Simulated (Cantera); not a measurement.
Input: 1 mol SiH₂Cl₂, 0.23 mol NH₃, 0.8 mol H₂, held at 1900 K and 750 Torr.

Cantera equilibrium calculation (NASA polynomials, part measured and part estimated; ideal gas, pure solids and liquids). Candidate condensed phases: NH₄Cl, Si, Si₃N₄; 28 gas species. The tables' values for SiCl₃, SiCl are old estimates; treat these amounts as uncertain. Gases not in the tables: Si₂H₆ and higher silanes. Kinetics and transport are ignored.

Base state: H₂ 0.566, HCl 0.195, SiCl₂ 0.182, N₂ 0.0357, SiCl₃ 0.0158, SiCl₄ 0.00184, SiHCl₃ 0.00169, H 0.000597 (mole fractions); condensed: Si(l).

What changes in the equilibrium state with this change: pressure from 750 Torr to 0.360 Torr?


```csv
species,before,after
H₂,0.566,0.519
HCl,0.195,0.190
SiCl₂,0.182,0.189
Si,1.26e-5,0.0263
H,0.000597,0.0261
SiCl₃,0.0158,0.000365
N₂,0.0357,0.0336
SiH₃Cl,1.56e-5,6.68e-9
SiH₂Cl₂,0.000290,1.33e-7
Si₃,2.29e-8,4.76e-5
Si₂,1.01e-7,0.000211
SiHCl₃,0.00169,8.20e-7
"Si(l), mol",0.349,0.232
```
The tables' values for SiCl, SiCl₃, SiN are old estimates; treat these amounts as uncertain.
